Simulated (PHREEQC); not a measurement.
1 kg of water holding 0.079 mol K2SO4, 0.059 mol K2CO3, 0.3 mol KCl and 0.53 mol KHCO3 is evaporated at 25 °C; the solids stay in contact with the brine. No CO2 enters from the air. Solids allowed: Arcanite, Kalicinite, Misenite, Sylvite. Others were left out.

Computed with PHREEQC (Pitzer model, pitzer.dat).

```json
[
 {"water left (kg)": "1", "ionic strength": "1.25", "water activity": "0.969", "Kalicinite (mol)": "0", "Sylvite (mol)": "0", "Arcanite (mol)": "0", "S in solution (mol/kgw)": "0.0790", "Cl in solution (mol/kgw)": "0.300", "pH": "8.70"},
 {"water left (kg)": "0.6755", "ionic strength": "1.84", "water activity": "0.954", "Kalicinite (mol)": "0", "Sylvite (mol)": "0", "Arcanite (mol)": "0", "S in solution (mol/kgw)": "0.117", "Cl in solution (mol/kgw)": "0.444", "pH": "8.64"},
 {"water left (kg)": "0.375", "ionic strength": "3.32", "water activity": "0.919", "Kalicinite (mol)": "0", "Sylvite (mol)": "0", "Arcanite (mol)": "0", "S in solution (mol/kgw)": "0.211", "Cl in solution (mol/kgw)": "0.800", "pH": "8.58"},
 {"water left (kg)": "0.2533", "ionic strength": "4.49", "water activity": "0.888", "Kalicinite (mol)": "0", "Sylvite (mol)": "0", "Arcanite (mol)": "0.0363", "S in solution (mol/kgw)": "0.169", "Cl in solution (mol/kgw)": "1.18", "pH": "8.55"},
 {"water left (kg)": "0.1711", "ionic strength": "5.58", "water activity": "0.858", "Kalicinite (mol)": "0.119", "Sylvite (mol)": "0", "Arcanite (mol)": "0.0567", "S in solution (mol/kgw)": "0.130", "Cl in solution (mol/kgw)": "1.75", "pH": "8.68"},
 {"water left (kg)": "0.095", "ionic strength": "7.02", "water activity": "0.816", "Kalicinite (mol)": "0.361", "Sylvite (mol)": "0", "Arcanite (mol)": "0.0720", "S in solution (mol/kgw)": "0.0733", "Cl in solution (mol/kgw)": "3.16", "pH": "9.14"},
 {"water left (kg)": "0.06416", "ionic strength": "7.86", "water activity": "0.799", "Kalicinite (mol)": "0.425", "Sylvite (mol)": "0.0886", "Arcanite (mol)": "0.0754", "S in solution (mol/kgw)": "0.0562", "Cl in solution (mol/kgw)": "3.30", "pH": "9.42"},
 {"water left (kg)": "0.04333", "ionic strength": "8.76", "water activity": "0.788", "Kalicinite (mol)": "0.462", "Sylvite (mol)": "0.172", "Arcanite (mol)": "0.0771", "S in solution (mol/kgw)": "0.0444", "Cl in solution (mol/kgw)": "2.96", "pH": "9.71"},
 {"water left (kg)": "0.02928", "ionic strength": "10.1", "water activity": "0.767", "Kalicinite (mol)": "0.486", "Sylvite (mol)": "0.227", "Arcanite (mol)": "0.0781", "S in solution (mol/kgw)": "0.0312", "Cl in solution (mol/kgw)": "2.51", "pH": "10.05"},
 {"water left (kg)": "0.01625", "ionic strength": "13.7", "water activity": "0.697", "Kalicinite (mol)": "0.510", "Sylvite (mol)": "0.275", "Arcanite (mol)": "0.0788", "S in solution (mol/kgw)": "0.0126", "Cl in solution (mol/kgw)": "1.56", "pH": "10.73"},
 {"water left (kg)": "0.01097", "ionic strength": "18.0", "water activity": "0.597", "Kalicinite (mol)": "0.520", "Sylvite (mol)": "0.291", "Arcanite (mol)": "0.0790", "S in solution (mol/kgw)": "0.00443", "Cl in solution (mol/kgw)": "0.858", "pH": "11.37"}
]
```

Arcanite from water left = 0.3082 kg (pH 8.56); Kalicinite from water left = 0.1711 kg (pH 8.68); Sylvite from water left = 0.07806 kg (pH 9.29).
